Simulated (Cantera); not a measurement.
A closed system holds: 1 mol (CH3)2SiCl2, 0.023 mol CH4, 110 mol H2, held at 2123.15 K and 19.5 Torr.

Cantera equilibrium calculation (NASA polynomials, part measured and part estimated; ideal gas, pure solids and liquids). Candidate condensed phases: C, C6H6, C7H8, C8H18, Si, SiC; 109 gas species. The feed counts by its element totals alone. The tables' values for SiCl are old estimates; treat these amounts as uncertain. Gases not in the tables: Si2H6 and higher silanes. Equilibrium is a limit: real reactors are often held back by kinetics, nucleation or transport.

Base state: H2 0.959, H 0.0218, HCl 0.0169, C2H2 (acetylene) 0.00159, Si 0.000551, Cl 0.000282, SiCl2 5.25e-5, SiH 4.50e-5 (mole fractions); condensed: C(graphite) + SiC(s).

Question: What changes in the equilibrium state with this change: temperature from 2123.15 K to 2000 K?

Answer: 
```csv
species,before,after
H2,0.959,0.972
HCl,0.0169,0.0172
H,0.0218,0.00994
C2H2 (acetylene),0.00159,0.000747
Si,0.000551,9.18e-5
SiC2,3.91e-5,3.80e-6
Si2C,2.46e-5,2.52e-6
SiH,4.50e-5,9.90e-6
SiCl,2.61e-5,7.69e-6
"C(graphite), mol",0.732,0.868
"SiC(s), mol",0.910,0.981
```

Question: What changes in the equilibrium state with this change: temperature from 2123.15 K to 2198 K?

Answer: 
| species | before | after |
|---|---|---|
| H2 | 0.959 | 0.945 |
| H | 0.0218 | 0.0336 |
| HCl | 0.0169 | 0.0166 |
| Si | 0.000551 | 0.00148 |
| SiC2 | 3.91e-5 | 0.000141 |
| Si2C | 2.46e-5 | 8.64e-5 |
| SiH | 4.50e-5 | 0.000103 |
| SiCl | 2.61e-5 | 5.09e-5 |
| C(graphite), mol | 0.732 | 0.658 |
| SiC(s), mol | 0.910 | 0.762 |
